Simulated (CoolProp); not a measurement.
Saturation properties of fluorine.

The numbers come from the reference Helmholtz-energy equation of state, de Reuck 1990 in CoolProp.

```
T (K)  p (MPa)  liquid density (kg/m³)  vapour density (kg/m³)  liquid cp (kJ/(kg K))
-----  -------  ----------------------  ----------------------  ---------------------
110     0.8891                    1305                   43.34                  1.679
114      1.149                    1268                   55.84                  1.735
118      1.459                    1228                   71.20                  1.810
122      1.824                    1186                   90.14                  1.914
126.1    2.263                    1137                   114.4                  2.070
130.1    2.761                    1083                   144.6                  2.313
134.1    3.334                    1020                   184.3                  2.746
138.1    3.991                   939.5                   240.6                  3.721
```

It boils at 85.0 K under 1 atm.
